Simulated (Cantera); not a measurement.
Cantera run:

```python
import numpy as np
import cantera as ct

gas_names = """
    AL ALCL ALCL2 ALCL3 ALH AL2 AL2CL6 CL CL2 H HCL H2
""".split()
cond_names = """
    AL(cr) AL(L) ALCL3(s) ALCL3(L)
""".split()


# ... load() reads the species with a 1 bar reference pressure and builds the phases ...
atoms = {
    'Al': {'AL': 1},
    'HCl': {'H': 1, 'CL': 1},
    'H2': {'H': 2},
}
top_T = {}  # K; cautious upper limits of use, not melting points


# ... equilibrate(T, P, feed) seeds the gas with the atoms and calls Mixture.equilibrate('TP', solver="vcs", rtol=1e-11, max_steps=5000) ...
results = []
T = 1900  # K
P = 100000  # Pa
for m in [23, 32, 45, 63, 87, 120, 170, 230, 330, 450]:
    feed = {'Al': 1, 'HCl': 4.3, 'H2': m}  # mol
    mix = equilibrate(T, P, feed)
    results.append((T, P, feed, dict(zip(mix.species_names, mix.species_moles))))
    x = sorted(zip(gas.X, gas.species_names), reverse=True)
    print(f"T = {T:g} K  P = {P:g} Pa  n(H2) = {m:g} mol  gas = {mix.phase_moles(0):.4g} mol")
    print("   x: " + "  ".join(f"{s} {v:.3e}" for v, s in x if v > 0.001))
    print("   condensed (mol): " + ("  ".join(f"{mix.phase(i).name} {mix.phase_moles(i):.4g}"
          for i in range(1, mix.n_phases) if mix.phase_moles(i) > 1e-12) or "none"))
```

It prints:

```
T = 1900 K  P = 100000 Pa  n(H2) = 23 mol  gas = 27.34 mol
   x: H2 8.762e-01  HCL 8.639e-02  ALCL 1.500e-02  ALCL3 1.268e-02  ALCL2 8.883e-03
   condensed (mol): none
T = 1900 K  P = 100000 Pa  n(H2) = 32 mol  gas = 36.43 mol
   x: H2 9.022e-01  HCL 6.952e-02  ALCL 1.371e-02  ALCL3 7.292e-03  ALCL2 6.439e-03
   condensed (mol): none
T = 1900 K  P = 100000 Pa  n(H2) = 45 mol  gas = 49.52 mol
   x: H2 9.244e-01  HCL 5.457e-02  ALCL 1.199e-02  ALCL2 4.366e-03  ALCL3 3.834e-03
   condensed (mol): none
T = 1900 K  P = 100000 Pa  n(H2) = 63 mol  gas = 67.6 mol
   x: H2 9.422e-01  HCL 4.220e-02  ALCL 1.008e-02  ALCL2 2.812e-03  ALCL3 1.892e-03
   condensed (mol): none
T = 1900 K  P = 100000 Pa  n(H2) = 87 mol  gas = 91.67 mol
   x: H2 9.559e-01  HCL 3.243e-02  ALCL 8.249e-03  ALCL2 1.755e-03
   condensed (mol): none
T = 1900 K  P = 100000 Pa  n(H2) = 120 mol  gas = 124.7 mol
   x: H2 9.666e-01  HCL 2.458e-02  ALCL 6.555e-03  ALCL2 1.051e-03
   condensed (mol): none
T = 1900 K  P = 100000 Pa  n(H2) = 170 mol  gas = 174.8 mol
   x: H2 9.755e-01  HCL 1.797e-02  ALCL 4.973e-03
   condensed (mol): none
T = 1900 K  P = 100000 Pa  n(H2) = 230 mol  gas = 234.8 mol
   x: H2 9.814e-01  HCL 1.357e-02  ALCL 3.844e-03
   condensed (mol): none
T = 1900 K  P = 100000 Pa  n(H2) = 330 mol  gas = 334.9 mol
   x: H2 9.866e-01  HCL 9.628e-03  ALCL 2.782e-03
   condensed (mol): none
T = 1900 K  P = 100000 Pa  n(H2) = 450 mol  gas = 455 mol
   x: H2 9.899e-01  HCL 7.137e-03  ALCL 2.087e-03
   condensed (mol): none
```

These are equilibrium values from Cantera (NASA tables, ideal gas, pure condensed phases), not measurements of a reactor. The tables' values for AlCl2 are old estimates; treat these amounts as uncertain.
